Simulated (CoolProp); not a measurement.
The fluid at 293.15 K and 2 MPa is throttled through a valve to 0.221 MPa with no heat exchange. The same conditions are run with several fluids, on thermodynamics alone (safety and materials aside).

Values from CoolProp's reference Helmholtz-energy equation of state of each fluid (carbon dioxide: Span 1996; ethane: Bücker 2006; oxygen: Schmidt 1985; C2F6 (R116): Lemmon 2006; dry air: Lemmon 2000). Blends and air are pseudo-pure fits.

Problem. Rank carbon dioxide, ethane, oxygen, C2F6 (R116), dry air by temperature change (K), highest first.

Solution. dry air (-4.1), oxygen (-4.9), C2F6 (R116) (-20.9), carbon dioxide (-22.6), ethane (-24.7)

| fluid | final density (kg/m³) |
|---|---|
| carbon dioxide | 4.39 |
| ethane | 3.05 |
| oxygen | 2.96 |
| C2F6 (R116) | 13.9 |
| dry air | 2.67 |
